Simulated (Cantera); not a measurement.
A closed system holds: 1 mol TiCl4, 0.27 mol C3H8, 30 mol H2, equilibrated at 1875 K and 750 Pa.

Method: chemical equilibrium by Gibbs-energy minimisation in Cantera with the NASA 1993 tables (ideal gas, pure condensed phases). Candidate condensed phases: C, C6H6, C7H8, C8H18, Ti, TiC, TiCl2, TiCl3, TiCl4; 96 gas species. The tables' values for TiCl2 are old estimates; treat these amounts as uncertain. TiC: taken at fixed stoichiometry. Equilibrium is a limit: real reactors are often held back by kinetics, nucleation or transport.

Base state: H2 0.880, HCl 0.106, H 0.00710, TiCl2 0.00349, TiCl3 0.00216, Cl 0.000650, TiCl 7.03e-5 (mole fractions); condensed: TiC(s).

### Question
What changes in the equilibrium state with this change: C3H8 from 0.27 to 0.31 mol?

### Answer
| species | before | after |
|---|---|---|
| H2 | 0.880 | 0.876 |
| HCl | 0.106 | 0.114 |
| H | 0.00710 | 0.00708 |
| TiCl2 | 0.00349 | 0.00124 |
| TiCl | 7.03e-5 | 2.33e-5 |
| TiCl3 | 0.00216 | 0.000828 |
| Cl | 0.000650 | 0.000699 |
| TiC(s), mol | 0.810 | 0.930 |
